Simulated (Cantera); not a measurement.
What does this Cantera script print?

```python
import numpy as np
import cantera as ct

gas_names = [...]  # 95 gases of nasa_gas.yaml made of C, F, H
cond_names = """
    C(gr) C6H6(L) C7H8(L) C8H18(L),n-octa
""".split()


# ... load() reads the species with a 1 bar reference pressure and builds the phases ...
atoms = {
    'CH2F2': {'C': 1, 'H': 2, 'F': 2},
    'H2': {'H': 2},
}
top_T = {'C(gr)': 4500}  # K; cautious upper limits of use, not melting points


# ... equilibrate(T, P, feed) seeds the gas with the atoms and calls Mixture.equilibrate('TP', solver="vcs", rtol=1e-11, max_steps=5000) ...
results = []
T = 2923.15  # K
P = 10000  # Pa
for m in [0.95, 1.2, 1.5, 1.9, 2.4, 3, 3.8, 4.8, 6, 7.5, 9.5, 12]:
    feed = {'CH2F2': 1, 'H2': m}  # mol
    mix = equilibrate(T, P, feed)
    results.append((T, P, feed, dict(zip(mix.species_names, mix.species_moles))))
    x = sorted(zip(gas.X, gas.species_names), reverse=True)
    print(f"T = {T:g} K  P = {P:g} Pa  n(H2) = {m:g} mol  gas = {mix.phase_moles(0):.4g} mol")
    print("   x: " + "  ".join(f"{s} {v:.3e}" for v, s in x if v > 1e-05))
    print("   condensed (mol): " + ("  ".join(f"{mix.phase(i).name} {mix.phase_moles(i):.4g}"
          for i in range(1, mix.n_phases) if mix.phase_moles(i) > 1e-12) or "none"))
```

It prints:

```
T = 2923.15 K  P = 10000 Pa  n(H2) = 0.95 mol  gas = 3.245 mol
   x: HF 6.131e-01  H2 1.968e-01  H 1.739e-01  C2H2,acetylene 9.734e-03  F 2.907e-03  C3 1.345e-03  C2H 1.320e-03  CF 2.854e-04  C 2.393e-04  C4H2 2.008e-04  C2 1.345e-04  C2H2,vinylidene 2.558e-05  C5 1.938e-05  CH 1.717e-05  C2HF 1.708e-05
   condensed (mol): C(gr) 0.9091
T = 2923.15 K  P = 10000 Pa  n(H2) = 1.2 mol  gas = 3.549 mol
   x: HF 5.609e-01  H2 2.325e-01  H 1.890e-01  C2H2,acetylene 1.150e-02  F 2.446e-03  C2H 1.435e-03  C3 1.345e-03  CF 2.402e-04  C 2.393e-04  C4H2 2.372e-04  C2 1.345e-04  C2H2,vinylidene 3.023e-05  C5 1.938e-05  CH 1.866e-05  C2HF 1.562e-05  CH2 1.123e-05
   condensed (mol): C(gr) 0.8869
T = 2923.15 K  P = 10000 Pa  n(H2) = 1.5 mol  gas = 3.912 mol
   x: HF 5.090e-01  H2 2.686e-01  H 2.031e-01  C2H2,acetylene 1.329e-02  F 2.065e-03  C2H 1.542e-03  C3 1.345e-03  C4H2 2.741e-04  C 2.393e-04  CF 2.028e-04  C2 1.345e-04  C2H2,vinylidene 3.493e-05  CH 2.006e-05  C5 1.938e-05  C2HF 1.418e-05  CH2 1.297e-05
   condensed (mol): C(gr) 0.86
T = 2923.15 K  P = 10000 Pa  n(H2) = 1.9 mol  gas = 4.393 mol
   x: HF 4.533e-01  H2 3.082e-01  H 2.176e-01  C2H2,acetylene 1.524e-02  F 1.717e-03  C2H 1.652e-03  C3 1.345e-03  C4H2 3.145e-04  C 2.393e-04  CF 1.686e-04  C2 1.345e-04  C2H2,vinylidene 4.006e-05  CH 2.148e-05  C5 1.938e-05  CH2 1.488e-05  C2HF 1.263e-05
   condensed (mol): C(gr) 0.8239
T = 2923.15 K  P = 10000 Pa  n(H2) = 2.4 mol  gas = 4.994 mol
   x: HF 3.989e-01  H2 3.474e-01  H 2.310e-01  C2H2,acetylene 1.718e-02  C2H 1.754e-03  F 1.423e-03  C3 1.345e-03  C4H2 3.545e-04  C 2.393e-04  CF 1.398e-04  C2 1.345e-04  C2H2,vinylidene 4.516e-05  CH 2.281e-05  C5 1.938e-05  CH2 1.678e-05  C2HF 1.111e-05  CH3 1.100e-05
   condensed (mol): C(gr) 0.7787
T = 2923.15 K  P = 10000 Pa  n(H2) = 3 mol  gas = 5.713 mol
   x: H2 3.839e-01  HF 3.488e-01  H 2.429e-01  C2H2,acetylene 1.899e-02  C2H 1.844e-03  C3 1.345e-03  F 1.184e-03  C4H2 3.918e-04  C 2.393e-04  C2 1.345e-04  CF 1.162e-04  C2H2,vinylidene 4.992e-05  CH 2.398e-05  C5 1.938e-05  CH2 1.854e-05  CH3 1.279e-05
   condensed (mol): C(gr) 0.7244
T = 2923.15 K  P = 10000 Pa  n(H2) = 3.8 mol  gas = 6.67 mol
   x: H2 4.208e-01  HF 2.988e-01  H 2.543e-01  C2H2,acetylene 2.082e-02  C2H 1.930e-03  C3 1.345e-03  F 9.686e-04  C4H2 4.294e-04  C 2.393e-04  C2 1.345e-04  CF 9.510e-05  C2H2,vinylidene 5.471e-05  CH 2.510e-05  CH2 2.032e-05  C5 1.938e-05  CH3 1.467e-05
   condensed (mol): C(gr) 0.6517
T = 2923.15 K  P = 10000 Pa  n(H2) = 4.8 mol  gas = 7.864 mol
   x: H2 4.546e-01  H 2.643e-01  HF 2.534e-01  C2H2,acetylene 2.249e-02  C2H 2.006e-03  C3 1.345e-03  F 7.905e-04  C4H2 4.639e-04  C 2.393e-04  C2 1.345e-04  CF 7.761e-05  C2H2,vinylidene 5.910e-05  CH 2.609e-05  CH2 2.195e-05  C5 1.938e-05  CH3 1.647e-05  C6H2 1.013e-05
   condensed (mol): C(gr) 0.5608
T = 2923.15 K  P = 10000 Pa  n(H2) = 6 mol  gas = 9.296 mol
   x: H2 4.838e-01  H 2.726e-01  HF 2.144e-01  C2H2,acetylene 2.394e-02  C2H 2.070e-03  C3 1.345e-03  F 6.483e-04  C4H2 4.937e-04  C 2.393e-04  C2 1.345e-04  CF 6.365e-05  C2H2,vinylidene 6.291e-05  CH 2.692e-05  CH2 2.337e-05  C5 1.938e-05  CH3 1.809e-05  C6H2 1.079e-05
   condensed (mol): C(gr) 0.4516
T = 2923.15 K  P = 10000 Pa  n(H2) = 7.5 mol  gas = 11.09 mol
   x: H2 5.099e-01  H 2.799e-01  HF 1.798e-01  C2H2,acetylene 2.523e-02  C2H 2.125e-03  C3 1.345e-03  F 5.296e-04  C4H2 5.204e-04  C 2.393e-04  C2 1.345e-04  C2H2,vinylidene 6.630e-05  CF 5.199e-05  CH 2.763e-05  CH2 2.463e-05  CH3 1.957e-05  C5 1.938e-05  C6H2 1.137e-05
   condensed (mol): C(gr) 0.3151
T = 2923.15 K  P = 10000 Pa  n(H2) = 9.5 mol  gas = 13.47 mol
   x: H2 5.341e-01  H 2.864e-01  HF 1.480e-01  C2H2,acetylene 2.642e-02  C2H 2.175e-03  C3 1.345e-03  C4H2 5.450e-04  F 4.259e-04  C 2.393e-04  C2 1.345e-04  C2H2,vinylidene 6.943e-05  CF 4.182e-05  CH 2.828e-05  CH2 2.579e-05  CH3 2.097e-05  C5 1.938e-05  C6H2 1.191e-05
   condensed (mol): C(gr) 0.1329
T = 2923.15 K  P = 10000 Pa  n(H2) = 12 mol  gas = 16.45 mol
   x: H2 5.566e-01  H 2.924e-01  HF 1.212e-01  C2H2,acetylene 2.520e-02  C2H 2.032e-03  C3 1.178e-03  C4H2 4.759e-04  F 3.416e-04  C 2.289e-04  C2 1.231e-04  C2H2,vinylidene 6.624e-05  CF 3.209e-05  CH 2.762e-05  CH2 2.572e-05  CH3 2.135e-05  C5 1.553e-05
   condensed (mol): none
```

Cantera equilibrium calculation (NASA polynomials, part measured and part estimated; ideal gas, pure solids and liquids).
